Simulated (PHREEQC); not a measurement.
0.81 g of hydrous ferric oxide (600 m²/g; 0.2 weak and 0.005 strong sites per Fe, Dzombak-Morel constants, diffuse double layer) in 1 kg of water with 0.05 mol/kgw of an inert sodium salt and 0.038 mmol/kgw MgCl2, at 25 °C; the pH is set by adding NaOH or the inert anion's acid. Oxygen alone is held at its pressure in air (log pO2 = -0.68). CO2 from the air is kept out. No solid was allowed to form.

Equilibrium calculation in PHREEQC: ion-association model, wateq4f.dat.

Problem. Predict Mg sorbed (%), surface charge σ (C/m²), surface potential ψ (mV) at pH = 5.5, 7.5, 10.

Solution. 
```tsv
pH	Mg sorbed (%)	surface charge σ (C/m²)	surface potential ψ (mV)
5.5	0.0	0.130	118
7.5	13.6	0.017	31
10	100.0	-0.071	-89
```

The oxide is taken as insoluble; below pH 4 it would dissolve.
